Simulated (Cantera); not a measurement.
**Pb + H2O + H2 (metals in furnace atmospheres)**

Charge: 1 mol Pb, 0.019 mol H2O, 29 mol H2, at 0.350 bar.

Method: chemical equilibrium by Gibbs-energy minimisation in Cantera with the NASA 1993 tables (ideal gas, pure condensed phases). Candidate condensed phases: H2O, Pb, PbO, PbO2, Pb3O4; 12 gas species. The numbers say what is thermodynamically allowed, not how fast it happens.

From 650 K to 1350 K the condensed part is Pb(l). From 1450 K to 1950 K nothing is condensed.

```
T (K)  log p H2  log p Pb  log p H  log p H2O  n Pb(l)
-----  --------  --------  -------  ---------  -------
650       -0.46    -10.03     <-12      -3.64     1.00
750       -0.46     -8.02     <-12      -3.64    1.000
850       -0.46     -6.50   -10.92      -3.64    1.000
950       -0.46     -5.30    -9.48      -3.64    1.000
1050      -0.46     -4.33    -8.32      -3.64    0.996
1150      -0.46     -3.54    -7.36      -3.64    0.976
1250      -0.46     -2.87    -6.54      -3.64    0.889
1350      -0.46     -2.31    -5.85      -3.65    0.588
1450      -0.47     -1.93    -5.26      -3.65        0
1550      -0.47     -1.93    -4.74      -3.65        0
1650      -0.47     -1.93    -4.28      -3.65        0
1750      -0.47     -1.93    -3.87      -3.65        0
1850      -0.47     -1.93    -3.50      -3.65        0
1950      -0.47     -1.93    -3.18      -3.66        0
```
log p: log10 of the partial pressure in bar; n: condensed amount in mol.
